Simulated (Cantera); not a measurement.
What does this Cantera script print?

```python
import numpy as np
import cantera as ct

gas_names = """
    F F2 H HF H2 H2F2 H3F3 H4F4 H5F5 H6F6 H7F7 N NF NF2 NF3 NH NH2 NH3 N2 N2H2 N2H4 Si SiF SiF2 SiF3
    SiF4 SiH SiHF3 SiH2 SiH2F2 SiH3 SiH3F SiH4 SiN Si2 Si2N Si3
""".split()
cond_names = """
    Si(cr) Si(L) Si3N4(a)
""".split()


def load(file, names, dense=False):
    # The tables refer to 1 bar. Condensed volumes are neglected.
    table = {s.name: s for s in ct.Species.list_from_file(file)}
    out = []
    for n in names:
        d = dict(table[n].input_data)
        d["thermo"] = dict(d["thermo"], **{"reference-pressure": 1e5})
        if dense:
            d["equation-of-state"] = {"model": "constant-volume", "density": "1e6 g/cm^3"}
        out.append(ct.Species.from_dict(d))
    return out


gas = ct.Solution(thermo="ideal-gas", species=load("nasa_gas.yaml", gas_names))
cond = {s.name: ct.Solution(thermo="fixed-stoichiometry", species=[s], name=s.name)
        for s in load("nasa_condensed.yaml", cond_names, dense=True)}
atoms = {
    'SiF4': {'Si': 1, 'F': 4},
    'NH3': {'N': 1, 'H': 3},
    'N2': {'N': 2},
}
top_T = {'Si3N4(a)': 2400}  # K; cautious upper limits of use, not melting points


def equilibrate(T, P, feed):
    n = {}
    for name, mol in feed.items():
        for a, k in atoms[name].items():
            n[a] = n.get(a, 0.0) + k * mol
    gas.TPX = T, P, n
    mass = sum(n.values()) * gas.mean_molecular_weight
    gas.equilibrate("TP")
    valid = [c for c in cond.values() if c.min_temp <= T <= top_T.get(c.name, c.max_temp)]
    mix = ct.Mixture([(gas, mass / gas.mean_molecular_weight)] + [(c, 0.0) for c in valid])
    mix.T, mix.P = T, P
    mix.equilibrate("TP", solver="vcs", rtol=1e-11, max_steps=5000)
    return mix


results = []
T = 725  # K
P = 660  # Pa
for m in [5.5, 7.1, 9.2, 12, 15, 20, 25, 32]:
    feed = {'SiF4': 1, 'NH3': m, 'N2': 3.7}  # mol
    mix = equilibrate(T, P, feed)
    results.append((T, P, feed, dict(zip(mix.species_names, mix.species_moles))))
    x = sorted(zip(gas.X, gas.species_names), reverse=True)
    print(f"T = {T:g} K  P = {P:g} Pa  n(NH3) = {m:g} mol  gas = {mix.phase_moles(0):.4g} mol")
    print("   x: " + "  ".join(f"{s} {v:.3e}" for v, s in x if v > 0.001))
    print("   condensed (mol): " + ("  ".join(f"{mix.phase(i).name} {mix.phase_moles(i):.4g}"
          for i in range(1, mix.n_phases) if mix.phase_moles(i) > 1e-12) or "none"))
```

Result:

```
T = 725 K  P = 660 Pa  n(NH3) = 5.5 mol  gas = 15.7 mol
   x: H2 5.254e-01  N2 4.108e-01  SiF4 6.368e-02
   condensed (mol): Si3N4(a) 3.192e-05
T = 725 K  P = 660 Pa  n(NH3) = 7.1 mol  gas = 18.9 mol
   x: H2 5.635e-01  N2 3.836e-01  SiF4 5.290e-02
   condensed (mol): Si3N4(a) 3.805e-05
T = 725 K  P = 660 Pa  n(NH3) = 9.2 mol  gas = 23.1 mol
   x: H2 5.974e-01  N2 3.593e-01  SiF4 4.328e-02
   condensed (mol): Si3N4(a) 4.566e-05
T = 725 K  P = 660 Pa  n(NH3) = 12 mol  gas = 28.7 mol
   x: H2 6.272e-01  N2 3.380e-01  SiF4 3.483e-02
   condensed (mol): Si3N4(a) 5.525e-05
T = 725 K  P = 660 Pa  n(NH3) = 15 mol  gas = 34.7 mol
   x: H2 6.484e-01  N2 3.228e-01  SiF4 2.881e-02
   condensed (mol): Si3N4(a) 6.501e-05
T = 725 K  P = 660 Pa  n(NH3) = 20 mol  gas = 44.7 mol
   x: H2 6.711e-01  N2 3.065e-01  SiF4 2.236e-02
   condensed (mol): Si3N4(a) 8.039e-05
T = 725 K  P = 660 Pa  n(NH3) = 25 mol  gas = 54.7 mol
   x: H2 6.855e-01  N2 2.962e-01  SiF4 1.827e-02
   condensed (mol): Si3N4(a) 9.496e-05
T = 725 K  P = 660 Pa  n(NH3) = 32 mol  gas = 68.7 mol
   x: H2 6.987e-01  N2 2.867e-01  SiF4 1.455e-02
   condensed (mol): Si3N4(a) 0.0001143
```

These are equilibrium values from Cantera (NASA tables, ideal gas, pure condensed phases), not measurements of a reactor.
